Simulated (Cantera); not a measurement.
Input (Python, Cantera):

```python
import numpy as np
import cantera as ct

gas = ct.Solution("gri30.yaml")


def delay(T, t_max=10):
    gas.TPX = T, 76000, {'CH3OH': 1, 'O2': 1.25, 'N2': 7.38}
    reactor = ct.IdealGasReactor(gas, clone=False)
    net = ct.ReactorNet([reactor])
    net.rtol, net.atol = 1e-8, 1e-16
    while net.time < t_max:
        t_old, T_old = net.time, reactor.T
        net.step()
        if reactor.T > T + 400:  # ignition: a rise of 400 K
            return t_old + (T + 400 - T_old) / (reactor.T - T_old) * (net.time - t_old)
    return np.nan


taus = []
for T in [1198, 1298, 1398, 1498, 1598, 1698]:
    taus.append(delay(T))
    print(f"T0 = {T:6g} K   tau = {taus[-1]:.4e} s")
```

Output:

```
T0 =   1198 K   tau = 1.3178e-02 s
T0 =   1298 K   tau = 2.9079e-03 s
T0 =   1398 K   tau = 8.2838e-04 s
T0 =   1498 K   tau = 2.9247e-04 s
T0 =   1598 K   tau = 1.2274e-04 s
T0 =   1698 K   tau = 5.8795e-05 s
```

Computed with Cantera and GRI-Mech 3.0 (53 species, 325 reactions). GRI-Mech 3.0 was tuned for natural gas; its chemistry of methanol as a main component is partial and can be far from experiment.
